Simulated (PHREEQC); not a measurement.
A column of 0.2 m (30 cells, dispersivity 0.01 m, 3600 s a shift, diffusion coefficient 3e-10 m²/s) holds 0.0027 eq of the database's cation exchanger X per kg of pore water, first in equilibrium with 0.00059 mol/kgw KBr, 0.046 mol/kgw BaCl2 and 1e-05 mol/kgw HCl. It is flushed with 4.4 mmol/kgw KBr and 0.01 mmol/kgw HCl, at 25 °C. Values are for the last cell. No CO2 enters from the air. Precipitation was switched off in this run.

Base run: PHREEQC, ion-association model, phreeqc.dat. Each further column changes one thing. The table gives K in solution (mol/kgw).

```json
[
 {"pore volumes": "0", "base": "0.000590", "exchange capacity from 0.0027 to 0.0014 eq/kgw": "0.000590", "dispersivity from 0.01 to 0.02 m": "0.000590"},
 {"pore volumes": "0.55", "base": "0.000707", "exchange capacity from 0.0027 to 0.0014 eq/kgw": "0.000719", "dispersivity from 0.01 to 0.02 m": "0.000970"},
 {"pore volumes": "1.217", "base": "0.00309", "exchange capacity from 0.0027 to 0.0014 eq/kgw": "0.00330", "dispersivity from 0.01 to 0.02 m": "0.00316"},
 {"pore volumes": "1.75", "base": "0.00351", "exchange capacity from 0.0027 to 0.0014 eq/kgw": "0.00381", "dispersivity from 0.01 to 0.02 m": "0.00372"},
 {"pore volumes": "2.283", "base": "0.00370", "exchange capacity from 0.0027 to 0.0014 eq/kgw": "0.00394", "dispersivity from 0.01 to 0.02 m": "0.00379"},
 {"pore volumes": "2.817", "base": "0.00393", "exchange capacity from 0.0027 to 0.0014 eq/kgw": "0.00411", "dispersivity from 0.01 to 0.02 m": "0.00387"},
 {"pore volumes": "3.483", "base": "0.00409", "exchange capacity from 0.0027 to 0.0014 eq/kgw": "0.00422", "dispersivity from 0.01 to 0.02 m": "0.00400"},
 {"pore volumes": "4.017", "base": "0.00416", "exchange capacity from 0.0027 to 0.0014 eq/kgw": "0.00427", "dispersivity from 0.01 to 0.02 m": "0.00409"}
]
```
